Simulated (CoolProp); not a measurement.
Vapour-liquid equilibrium of propane (1) + R236FA (2) at 57.35 °C; x and y are mole fractions of (1).

Model: multi-fluid Helmholtz-energy mixture model, Lemmon 2009 and Pan 2012; pair parameters Bell 2016, in CoolProp.

```csv
x,bubble pressure (bar),y at the bubble point,dew pressure at overall composition x (bar),liquid density (mol/L)
0.05,8.920,0.202,7.498,8.172
0.125,11.29,…,8.143,8.203
0.2,13.24,0.484,…,8.231
0.275,14.82,…,9.775,…
0.35,16.09,0.603,10.82,8.291
0.425,17.12,0.644,12.08,8.331
0.5,17.97,0.679,…,8.387
0.575,18.69,0.712,15.37,8.467
0.65,19.30,0.746,17.28,8.582
0.725,19.80,0.784,18.94,8.743
0.8,20.17,0.827,19.96,8.959
0.875,20.36,0.879,20.35,9.237
0.95,20.29,0.945,…,9.577
```

Q: What belongs in the gaps?

A: 
- 0.125, y at the bubble point: 0.379
- 0.2, dew pressure at overall composition x (bar): 8.893
- 0.275, y at the bubble point: 0.553
- 0.275, liquid density (mol/L): 8.259
- 0.5, dew pressure at overall composition x (bar): 13.59
- 0.95, dew pressure at overall composition x (bar): 20.27

y crosses x between x = 0.875 and 0.95: the model has an azeotrope there.

Pair parameters are fitted to limited data, so mixtures are less certain than the pure fluids.
